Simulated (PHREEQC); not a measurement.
H2SO4 is added in steps, without added water, to 1 kg of water holding 110 mmol/kgw NaOH, 0.28 mmol/kgw H4SiO4 and 21 mmol/kgw (CH3)4NCl, at 25 °C. O2 is buffered at 0.21 atm. No CO2 enters from the air. Solids allowed: SiO2(a), Halite. Others were left out.

Base run: PHREEQC, ion-association model, phreeqc.dat. Each further column changes one thing. The table gives H4SiO4 (mol/kgw).

```tsv
H2SO4 added (mol)	base	all activity coefficients set to 1	Debye-Hückel limiting law	metal-ligand complexes left out	database wateq4f.dat
0	7.95e-8	1.00e-7	6.39e-8	7.95e-8	7.82e-8
0.0059	9.43e-8	1.18e-7	7.62e-8	9.42e-8	9.28e-8
0.0118	1.14e-7	1.41e-7	9.27e-8	1.14e-7	1.12e-7
0.01475	1.26e-7	1.55e-7	1.03e-7	1.26e-7	1.24e-7
0.02065	1.59e-7	1.92e-7	1.31e-7	1.58e-7	1.56e-7
0.02655	2.07e-7	2.45e-7	1.73e-7	2.06e-7	2.03e-7
0.03245	2.83e-7	3.28e-7	2.42e-7	2.82e-7	2.79e-7
0.03835	4.19e-7	4.75e-7	3.69e-7	4.17e-7	4.13e-7
0.04425	7.18e-7	7.89e-7	6.58e-7	7.15e-7	7.08e-7
0.0472	1.05e-6	1.13e-6	9.83e-7	1.04e-6	1.03e-6
0.0531	5.03e-6	5.22e-6	5.04e-6	5.02e-6	4.97e-6
0.059	0.000279	0.000279	0.000279	0.000279	0.000279
```

(CH3)4N+ isn't in the database: it is added as a free cation with an ion size of 4 Å. phreeqc.dat and wateq4f.dat share most of their constants, so their agreement is no independent check. Solids allowed in the column 'database wateq4f.dat': SiO2(a), Halite, Mirabilite.
